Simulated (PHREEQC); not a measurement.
Solution A (0.03 mol/kgw ZnCl2 and 0.018 mol/kgw H3BO3) is mixed with solution B (23 mmol/kgw H2SO4 and 1.9 mmol/kgw NiSO4) at 20 °C; shares are by mass of water, 1 kg in all. Oxygen is held at 0.21 atm. No CO2 enters from the air. Only these solids could form: Zincite(c), Zn4(OH)6SO4, Zn5(OH)8Cl2, Ni(OH)2, Ni4(OH)6SO4, Goslarite, Morenosite.

The numbers come from PHREEQC with the ion-association model, wateq4f.dat.

```csv
share of solution B,pH,Zn+2 (mol/kgw),Ni+2 (mol/kgw),HSO4- (mol/kgw),SO4-2 (mol/kgw),NiSO4 (mol/kgw)
0,5.23,0.0284,0,0,0,0
0.05,2.73,0.0265,8.81e-5,4.94e-5,0.000598,1.51e-6
0.1,2.43,0.0247,0.000174,0.000191,0.00117,5.98e-6
0.15,2.27,0.0229,0.000258,0.000418,0.00173,1.33e-5
0.2,2.15,0.0211,0.000339,0.000724,___,2.35e-5
0.25,2.06,0.0194,0.000418,0.00110,0.00279,3.64e-5
0.3,1.99,0.0178,0.000495,0.00155,0.00331,5.21e-5
0.35,1.93,0.0162,0.000570,0.00207,0.00381,7.05e-5
0.4,1.88,0.0147,0.000643,0.00265,0.00431,9.17e-5
0.45,1.83,0.0132,___,0.00330,0.00480,0.000116
0.5,1.79,0.0118,0.000781,0.00400,0.00529,0.000142
0.55,1.76,0.0104,0.000847,0.00476,0.00578,0.000172
0.6,1.73,___,0.000911,0.00558,0.00626,0.000204
0.65,1.70,0.00774,0.000972,0.00646,0.00675,0.000239
0.7,___,0.00650,0.00103,0.00739,___,0.000277
0.75,1.65,0.00530,0.00109,0.00838,0.00773,0.000318
0.8,1.63,0.00415,0.00114,0.00942,0.00822,0.000362
0.85,1.61,0.00304,0.00119,0.0105,0.00872,0.000408
0.9,1.59,___,0.00124,0.0117,0.00922,0.000457
0.95,1.58,0.000969,0.00129,0.0128,0.00973,0.000508
1,1.56,0,0.00134,0.0141,0.0103,0.000563
```

Question: Fill in the missing entries.

Answer: 
- 0.2, SO4-2 (mol/kgw): 0.00227
- 0.45, Ni+2 (mol/kgw): 0.000713
- 0.6, Zn+2 (mol/kgw): 0.00904
- 0.7, pH: 1.68
- 0.7, SO4-2 (mol/kgw): 0.00724
- 0.9, Zn+2 (mol/kgw): 0.00198
